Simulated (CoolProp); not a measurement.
A single-stage vapour-compression cycle with the fluid: evaporating at 254.15 K (dew point), condensing at 293.15 K (bubble point), superheat 5 K, subcooling 8 K, compressor efficiency 0.9, no pressure losses. The same conditions are run with several fluids, on thermodynamics alone (safety and materials aside).

Values from CoolProp's reference Helmholtz-energy equation of state of each fluid (carbon dioxide: Span 1996; c-C4F8 (RC318): Platzer 1990; isobutane: Bücker 2006; propylene: Lemmon 2013; n-perfluoropentane: Gao 2022; hydrogen chloride: Thol 2018). The equations of Platzer and Polt are older, rougher fits.

Rank carbon dioxide, c-C4F8 (RC318), isobutane, propylene, n-perfluoropentane, hydrogen chloride by cooling COP, highest first.

isobutane (5.33), propylene (5.18), c-C4F8 (RC318) (5.10), n-perfluoropentane (5.05), hydrogen chloride (4.60), carbon dioxide (4.19)

```tsv
fluid	pressure ratio	discharge temperature (K)	refrigerating effect (kJ/kg)	volumetric capacity (kJ/m³)
carbon dioxide	2.82	338.9	214	11000
c-C4F8 (RC318)	4.65	293.2	92.5	504
isobutane	4.00	300.6	309	650
propylene	3.21	312.9	337	2250
n-perfluoropentane	6.30	293.1	76.5	117
hydrogen chloride	2.78	350.9	297	9140
```

The compression ends wet for: c-C4F8 (RC318); n-perfluoropentane.
